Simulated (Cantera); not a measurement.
# Equilibrium for silicon carbide growth: CH3SiCl3 + H2

Input: 1 mol CH3SiCl3, 16 mol H2, equilibrated at 83000 Pa.

Cantera equilibrium calculation (NASA polynomials, part measured and part estimated; ideal gas, pure solids and liquids). Candidate condensed phases: C, C6H6, C7H8, C8H18, Si, SiC; 109 gas species. The feed counts by its element totals alone. The tables' values for SiCl, SiCl3 are old estimates; treat these amounts as uncertain. Gases not in the tables: Si2H6 and higher silanes. Kinetics and transport are ignored.

```
T (K)   x H2  x HCl      x H  x SiCl2  x C2H2 (acetylene)  n C(graphite)  n SiC(s)
-----  -----  -----  -------  -------  ------------------  -------------  --------
2200   0.840  0.146  0.00567  0.00524             0.00215         0.0194     0.895
2250   0.838  0.144  0.00746  0.00570             0.00281        0.00518     0.883
2300   0.836  0.143  0.00971  0.00635             0.00336              0     0.867
2350   0.833  0.140   0.0125  0.00710             0.00388              0     0.845
2400   0.830  0.138   0.0159  0.00783             0.00449              0     0.819
2450   0.826  0.136   0.0200  0.00854             0.00521              0     0.787
2500   0.820  0.133   0.0250  0.00918             0.00609              0     0.744
2550   0.813  0.130   0.0309  0.00972             0.00718              0     0.686
2600   0.803  0.127   0.0378   0.0101             0.00855              0     0.604
```
x: gas mole fraction; n: condensed amount in mol.

From 2200 K to 2250 K the condensed part is C(graphite) + SiC(s). From 2300 K to 2600 K the condensed part is SiC(s). The main Si-bearing gas is SiCl2 throughout. The share of Si in condensed phases is highest at 2200 K (89.5 %) and lowest at 2600 K (60.4 %).
